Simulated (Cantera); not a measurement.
A perfectly stirred reactor is fed with C3H8 : O2 : N2 = 1 : 3.85 : 14.5 (molar parts), equivalence ratio 1.3, at 3750 Torr; it is adiabatic with a 550 K inlet, and is followed from long to short residence time, starting on the burning branch (τ in s: 0.024, 0.011, 0.0051, 0.0023, 0.0011, 0.00049, 0.00022, 0.0001, 4.6e-05, 2.1e-05, 9.7e-06).

Detailed kinetics in Cantera: GRI-Mech 3.0 (53 species, 325 reactions). GRI-Mech 3.0 was tuned for natural gas; its chemistry of propane as a main component is partial and can be far from experiment.

Task: What does this change do: 1.1 parts H2O added?

Result: 
```json
[
 {"quantity": "blow-out, bracketed by the residence times tried", "before": "burning at 46.0 µs, out at 21.0 µs", "after": "burning at 46.0 µs, out at 21.0 µs"},
 {"quantity": "x(C3H8) at τ = 24.0 ms", "before": "2.52e-7", "after": "3.30e-7"},
 {"quantity": "x(O2) at τ = 24.0 ms", "before": "0.000114", "after": "0.000113"},
 {"quantity": "x(OH) at τ = 24.0 ms", "before": "0.000954", "after": "0.000727"},
 {"quantity": "x(N2O) at τ = 24.0 ms", "before": "3.33e-8", "after": "2.30e-8"},
 {"quantity": "x(CH4) at τ = 24.0 ms", "before": "1.36e-5", "after": "2.76e-5"},
 {"quantity": "x(C3H8) at τ = 0.490 ms", "before": "6.34e-6", "after": "8.21e-6"},
 {"quantity": "x(O2) at τ = 0.490 ms", "before": "0.00146", "after": "0.00159"},
 {"quantity": "x(OH) at τ = 0.490 ms", "before": "0.00269", "after": "0.00219"},
 {"quantity": "x(N2O) at τ = 0.490 ms", "before": "1.40e-7", "after": "1.09e-7"},
 {"quantity": "x(CH4) at τ = 0.490 ms", "before": "5.93e-5", "after": "0.000106"}
]
```

Task: What does this change do: C3H8 1 to 1.4 parts?

Result: 
```csv
quantity,before,after
"blow-out, bracketed by the residence times tried","burning at 46.0 µs, out at 21.0 µs","burning at 0.220 ms, out at 0.100 ms"
x(C3H8) at τ = 24.0 ms,2.52e-7,2.18e-6
x(O2) at τ = 24.0 ms,0.000114,0.000392
x(OH) at τ = 24.0 ms,0.000954,3.08e-5
x(N2O) at τ = 24.0 ms,3.33e-8,1.95e-9
x(CH4) at τ = 24.0 ms,1.36e-5,0.00427
x(C3H8) at τ = 0.490 ms,6.34e-6,9.56e-5
x(O2) at τ = 0.490 ms,0.00146,0.00768
x(OH) at τ = 0.490 ms,0.00269,9.88e-5
x(N2O) at τ = 0.490 ms,1.40e-7,1.37e-8
x(CH4) at τ = 0.490 ms,5.93e-5,0.00803
```

Task: What does this change do: pressure from 3750 Torr to 7500 Torr?

Result: 
```json
[
 {"quantity": "blow-out, bracketed by the residence times tried", "before": "burning at 46.0 µs, out at 21.0 µs", "after": "burning at 21.0 µs, out at 9.70 µs"},
 {"quantity": "x(C3H8) at τ = 24.0 ms", "before": "2.52e-7", "after": "1.78e-7"},
 {"quantity": "x(O2) at τ = 24.0 ms", "before": "0.000114", "after": "6.80e-5"},
 {"quantity": "x(OH) at τ = 24.0 ms", "before": "0.000954", "after": "0.000597"},
 {"quantity": "x(N2O) at τ = 24.0 ms", "before": "3.33e-8", "after": "2.96e-8"},
 {"quantity": "x(CH4) at τ = 24.0 ms", "before": "1.36e-5", "after": "2.00e-5"},
 {"quantity": "x(C3H8) at τ = 0.490 ms", "before": "6.34e-6", "after": "5.11e-6"},
 {"quantity": "x(O2) at τ = 0.490 ms", "before": "0.00146", "after": "0.00103"},
 {"quantity": "x(OH) at τ = 0.490 ms", "before": "0.00269", "after": "0.00158"},
 {"quantity": "x(N2O) at τ = 0.490 ms", "before": "1.40e-7", "after": "1.55e-7"},
 {"quantity": "x(CH4) at τ = 0.490 ms", "before": "5.93e-5", "after": "0.000110"}
]
```
